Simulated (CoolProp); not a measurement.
R1123 along the isobar 50.1 bar: density (kg/m³) from the reference equation and from simpler models built on Tc = 331.7 K, pc = 45.49 bar, ω = 0.243; each cubic takes its own stable root.

Model: reference Helmholtz-energy equation of state, Akasaka 2020, in CoolProp.

```csv
T (K),phase,reference
311.8,liquid,953.2
323,liquid,863.1
334.1,supercritical,672.2
345.3,supercritical,275.2
356.5,supercritical,224.6
367.6,supercritical,198.3
378.8,supercritical,180.3
390,supercritical,166.8
401.1,supercritical,156.2
412.3,supercritical,147.3
423.5,supercritical,139.8
434.7,supercritical,133.2
445.8,supercritical,127.5
```

**Question.** How far does each simpler model (van der Waals, Soave-Redlich-Kwong, Peng-Robinson) lie from the reference over these 13 states: mean and median of the absolute difference, and the worst?

**Answer.** 
- van der Waals: mean 10.7 %, median 4.3 %, worst -36.4 % at 311.8 K and 50.1 bar
- Soave-Redlich-Kwong: mean 5.7 %, median 1.9 %, worst -21.6 % at 334.1 K and 50.1 bar
- Peng-Robinson: mean 3.4 %, median 1.9 %, worst -14.4 % at 334.1 K and 50.1 bar
